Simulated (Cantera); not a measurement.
A diamond (100) surface in a fixed gas of H2 with x(CH4) = 0.004, x(CH3) = 0.00044, at 1125 K, 0.0160 bar; coverages are run to steady state.

Computed with Cantera and the Harris–Goodwin 1993 mechanism for the reconstructed diamond (100) surface.

θ: site fractions in the mechanism's names (c6HH fully hydrogenated, c6H* and c6*H radical sites, c6** diradical, c6HM methylated).

```json
[
 {"x(H)": "0.0001", "growth (µm/h)": "0.0877", "θ c6HH": "0.593", "θ c6H*": "0.0239", "θ c6*H": "0.358", "θ c6**": "0.00414", "θ c6HM": "0.00844"},
 {"x(H)": "0.0002", "growth (µm/h)": "0.179", "θ c6HH": "0.545", "θ c6H*": "0.0266", "θ c6*H": "0.399", "θ c6**": "0.00736", "θ c6HM": "0.0100"},
 {"x(H)": "0.00041", "growth (µm/h)": "0.338", "θ c6HH": "0.515", "θ c6H*": "0.0282", "θ c6*H": "0.423", "θ c6**": "0.0113", "θ c6HM": "0.0113"},
 {"x(H)": "0.00085", "growth (µm/h)": "0.610", "θ c6HH": "0.499", "θ c6H*": "0.0291", "θ c6*H": "0.435", "θ c6**": "0.0150", "θ c6HM": "0.0121"},
 {"x(H)": "0.0017", "growth (µm/h)": "___", "θ c6HH": "0.491", "θ c6H*": "0.0295", "θ c6*H": "0.442", "θ c6**": "___", "θ c6HM": "0.0119"},
 {"x(H)": "0.0035", "growth (µm/h)": "1.73", "θ c6HH": "0.487", "θ c6H*": "0.0298", "θ c6*H": "0.446", "θ c6**": "0.0193", "θ c6HM": "0.0107"},
 {"x(H)": "0.0071", "growth (µm/h)": "2.67", "θ c6HH": "0.487", "θ c6H*": "0.0300", "θ c6*H": "0.449", "θ c6**": "0.0202", "θ c6HM": "0.00857"},
 {"x(H)": "0.015", "growth (µm/h)": "3.77", "θ c6HH": "0.488", "θ c6H*": "0.0302", "θ c6*H": "0.452", "θ c6**": "0.0208", "θ c6HM": "0.00592"},
 {"x(H)": "0.03", "growth (µm/h)": "___", "θ c6HH": "0.489", "θ c6H*": "0.0304", "θ c6*H": "0.454", "θ c6**": "0.0211", "θ c6HM": "___"}
]
```

Task: Some entries are withheld; supply them.

Result: 
- 0.0017, growth (µm/h): 1.04
- 0.0017, θ c6**: 0.0176
- 0.03, growth (µm/h): 4.66
- 0.03, θ c6HM: 0.00371
